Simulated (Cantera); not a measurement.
## Si2Cl6 + HCl + N2 (silicon epitaxy and polysilicon growth)

Feed: 1 mol Si2Cl6, 0.13 mol HCl, 4.6 mol N2.

These are equilibrium values from Cantera (NASA tables, ideal gas, pure condensed phases), not measurements of a reactor. Candidate condensed phases: NH4Cl, Si, Si3N4; 28 gas species. The feed counts by its element totals alone. N2 is the only nitrogen source here; it is nearly inert below about 1500 K, so the nitride shown seldom forms there in practice. The tables' values for SiCl3 are old estimates. The numbers say what is thermodynamically allowed, not how fast it happens.

**Question.** Map the stable condensed phases over T = 1075, 1125, 1175, 1225, 1275, 1325, 1375, 1425, 1475, 1525, 1575, 1625, 1675 K and P in Pa = 100, 260, 670, 1700, 4500, 12000, 30000, 77000, 200000.

**Answer.** 
```
T in K \ P in Pa
            100    260    670   1700   4500  12000  30000  77000 200000
   1675       A      A      A      A      A      A      A      B      B
   1625       A      A      A      A      A      A      B      B      B
   1575       A      A      A      A      A      B      B      B      B
   1525       A      A      A      A      B      B      B      B      B
   1475       A      A      A      B      B      B      B      B      B
   1425       A      A      B      B      B      B      B      B      B
   1375       A      B      B      B      B      B      B      B      B
   1325       B      B      B      B      B      B      B      B      B
   1275       B      B      B      B      B      B      B      B      B
   1225       B      B      B      B      B      B      B      B      B
   1175       B      B      B      B      B      B      B      B      B
   1125       B      B      B      B      B      B      B      B      B
   1075       B      B      B      B      B      B      B      B      B
```
A: gas only; B: Si3N4.
